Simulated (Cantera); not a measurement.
Input (Python, Cantera) and output of one run.

```python
import numpy as np
import cantera as ct

gas_names = [...]  # 87 gases of nasa_gas.yaml made of C, H, Si
cond_names = """
    C(gr) C6H6(L) C7H8(L) C8H18(L),n-octa Si(cr) Si(L) SiC(b)
""".split()


# ... load() reads the species with a 1 bar reference pressure and builds the phases ...
atoms = {
    'SiH4': {'Si': 1, 'H': 4},
    'C3H8': {'C': 3, 'H': 8},
    'H2': {'H': 2},
}
top_T = {'C(gr)': 4500, 'SiC(b)': 3050}  # K; cautious upper limits of use, not melting points


# ... equilibrate(T, P, feed) seeds the gas with the atoms and calls Mixture.equilibrate('TP', solver="vcs", rtol=1e-11, max_steps=5000) ...
results = []
feed = {'SiH4': 1, 'C3H8': 0.18, 'H2': 3.4}  # mol
P = 520  # Pa
for T in [1875, 1950, 2025, 2100, 2175, 2250, 2325, 2400]:
    mix = equilibrate(T, P, feed)
    results.append((T, P, feed, dict(zip(mix.species_names, mix.species_moles))))

top = {s: max(r[3][s] / sum(r[3][g] for g in gas_names) for r in results) for s in gas_names}
cols = sorted((s for s in top if top[s] > 0.001), key=lambda s: -top[s])[:5]
seen = [c for c in cond_names if any(r[3].get(c, 0) > 1e-12 for r in results)]
print("log10 of partial pressures in bar; condensed amounts in mol")
print(f"{'T/K':>10s}" + "".join(f"{s[:9]:>10s}" for s in cols + seen))
for T, P, feed, n in results:
    ng = sum(n[g] for g in gas_names)
    print(f"{T:10.4g}" + "".join(f"{np.log10(max(n[s] / ng * P / 1e5, 1e-99)):10.3f}" for s in cols)
          + "".join(f"{n.get(c, 0):10.4g}" for c in seen))
```

Output:

```
log10 of partial pressures in bar; condensed amounts in mol
       T/K        H2         H        Si      SiC2      Si2C     C(gr)     Si(L)    SiC(b)
      1875    -2.289    -4.328    -5.043    -9.648    -6.851         0    0.4479    0.5398
      1950    -2.293    -4.087    -4.623    -8.797    -6.280         0    0.4283    0.5394
      2025    -2.301    -3.866    -4.235    -8.011    -5.752         0    0.3817    0.5378
      2100    -2.315    -3.664    -3.875    -7.282    -5.263         0    0.2755     0.533
      2175    -2.342    -3.482    -3.540    -6.605    -4.809         0   0.03839     0.519
      2250    -2.361    -3.309    -3.505    -5.696    -4.664         0         0    0.5037
      2325    -2.386    -3.152    -3.490    -4.830    -4.547         0         0    0.4437
      2400    -2.435    -3.016    -3.389    -4.106    -4.351   0.02829         0    0.1399
```

These are equilibrium values from Cantera (NASA tables, ideal gas, pure condensed phases), not measurements of a reactor. Mutual solubility and eutectic melting of coexisting phases are not modelled. Gases not in the tables: Si2H6 and higher silanes.
